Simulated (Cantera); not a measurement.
Feed: 1 mol Si3N4, 0.0011 mol O2, 8.2 mol H2, held at 1273.15 K.

Cantera equilibrium calculation (NASA polynomials, part measured and part estimated; ideal gas, pure solids and liquids). Candidate condensed phases: H2O, Si, SiO2, Si2N2O, Si3N4; 35 gas species. Mutual solubility and eutectic melting of coexisting phases are not modelled. The numbers say what is thermodynamically allowed, not how fast it happens.

x: gas mole fraction; n: condensed amount in mol.

```json
[
 {"P (Pa)": "0.100", "x H2": "0.803", "x N2": "0.196", "x H": "0.000641", "x SiO": "0.000216", "x Si": "1.81e-5", "x NH3": "4.41e-11", "x SiH": "1.57e-7", "n Si(s)": "3.00", "n Si2N2O(s)": "0", "n Si3N4(s)": "0"},
 {"P (Pa)": "1", "x H2": "0.975", "x N2": "0.0242", "x H": "0.000223", "x SiO": "0.000127", "x Si": "1.81e-6", "x NH3": "2.07e-10", "x SiH": "5.46e-8", "n Si(s)": "0.303", "n Si2N2O(s)": "0.00113", "n Si3N4(s)": "0.898"},
 {"P (Pa)": "10", "x H2": "0.998", "x N2": "0.00242", "x H": "7.14e-5", "x SiO": "1.27e-5", "x Si": "1.81e-7", "x NH3": "6.78e-10", "x SiH": "1.75e-8", "n Si(s)": "0.0286", "n Si2N2O(s)": "0.00210", "n Si3N4(s)": "0.989"},
 {"P (Pa)": "100", "x H2": "1.000", "x N2": "___", "x H": "___", "x SiO": "___", "x Si": "___", "x NH3": "___", "x SiH": "___", "n Si(s)": "___", "n Si2N2O(s)": "0.00219", "n Si3N4(s)": "0.998"},
 {"P (Pa)": "1000", "x H2": "1.000", "x N2": "8.95e-5", "x H": "7.15e-6", "x SiO": "8.22e-8", "x Si": "7.58e-10", "x NH3": "1.31e-8", "x SiH": "7.30e-10", "n Si(s)": "0", "n Si2N2O(s)": "0.00220", "n Si3N4(s)": "0.999"},
 {"P (Pa)": "10000", "x H2": "1.000", "x N2": "8.94e-5", "x H": "2.26e-6", "x SiO": "3.82e-9", "x Si": "1.63e-11", "x NH3": "1.31e-7", "x SiH": "4.98e-11", "n Si(s)": "0", "n Si2N2O(s)": "0.00220", "n Si3N4(s)": "0.999"},
 {"P (Pa)": "100000", "x H2": "1.000", "x N2": "8.88e-5", "x H": "___", "x SiO": "___", "x Si": "<1e-12", "x NH3": "___", "x SiH": "___", "n Si(s)": "0", "n Si2N2O(s)": "0.00220", "n Si3N4(s)": "0.999"},
 {"P (Pa)": "1000000", "x H2": "1.000", "x N2": "8.31e-5", "x H": "2.26e-7", "x SiO": "8.43e-12", "x Si": "<1e-12", "x NH3": "1.26e-5", "x SiH": "<1e-12", "n Si(s)": "0", "n Si2N2O(s)": "0.00220", "n Si3N4(s)": "0.999"}
]
```

Task: Fill in the missing entries.

Result: 
- 100, x N2: 0.000242
- 100, x H: 2.26e-5
- 100, x SiO: 1.27e-6
- 100, x Si: 1.81e-8
- 100, x NH3: 2.15e-9
- 100, x SiH: 5.53e-9
- 100, n Si(s): 0.00187
- 100000, x H: 7.15e-7
- 100000, x SiO: 1.78e-10
- 100000, x NH3: 1.30e-6
- 100000, x SiH: 3.41e-12
